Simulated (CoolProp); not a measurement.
C3F8 (R218) at several states: fugacity coefficient from the reference equation and from simpler models built on Tc = 345.0 K, pc = 2.640 MPa, ω = 0.317; each cubic takes its own stable root.

The numbers come from the reference Helmholtz-energy equation of state, Lemmon 2006 in CoolProp. It is a short technical equation, of lower accuracy than the large ones.

```
T (K)  p (MPa)   phase  reference  Soave-Redlich-Kwong  Peng-Robinson
-----  -------  ------  ---------  -------------------  -------------
426.2   0.0349     gas     0.9980               0.9980         0.9976
186.5    0.337  liquid    0.01526              0.01514        0.01596
176.9   0.0236  liquid    0.09478              0.09387         0.1011
159.3    0.111  liquid   0.003354             0.003341       0.003767
217.4      1.7  liquid    0.02492              0.02503        0.02506
308.9     11.5  liquid     0.1383               0.1459         0.1329
```
